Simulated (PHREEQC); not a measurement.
Solution (25 °C): 0.21 mol/kgw HCl, 0.018 mol/kgw MnSO4 and 0.0002 mol/kgw Na2SO4. Closed to the air; pH follows from the charge balance.

Model: ion-association model, phreeqc.dat, run in PHREEQC.

```json
[
 {"quantity": "pH", "before": "0.81", "after": "1.07"},
 {"quantity": "HSO4- (mol/kgw)", "before": "0.0149", "after": "0.0977"},
 {"quantity": "SO4-2 (mol/kgw)", "before": "0.00271", "after": "0.0431"},
 {"quantity": "NaSO4- (mol/kgw)", "before": "1.48e-6", "after": "1.72e-5"},
 {"quantity": "SI of Halite (NaCl)", "before": "-5.94", "after": "-6.05"}
]
```

What was changed between the two runs?
A) MnSO4 from 0.018 to 0.0018 mol/kgw
B) MnSO4 replaced by Al2(SO4)3 at the same molality
C) 0.0054 mol/kgw TMAH added
D) Na2SO4 from 0.0002 to 0.00022 mol/kgw
E) MnSO4 from 0.018 to 0.18 mol/kgw

E, MnSO4 from 0.018 to 0.18 mol/kgw

Precipitation was switched off in this run.
